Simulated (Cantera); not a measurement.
Input: 1 mol Si2H6, 110 mol H2, equilibrated at 1150 °C and 10.0 Torr.

These are equilibrium values from Cantera (NASA tables, ideal gas, pure condensed phases), not measurements of a reactor. Candidate condensed phases: Si; 9 gas species. The feed counts by its element totals alone. The numbers say what is thermodynamically allowed, not how fast it happens.

What is the equilibrium state?


```json
{
  "x(H2)": "1.000",
  "x(H)": "5.76e-5",
  "n(Si(s))": "2.00 mol",
  "gas_amount": "113.0 mol"
}
```
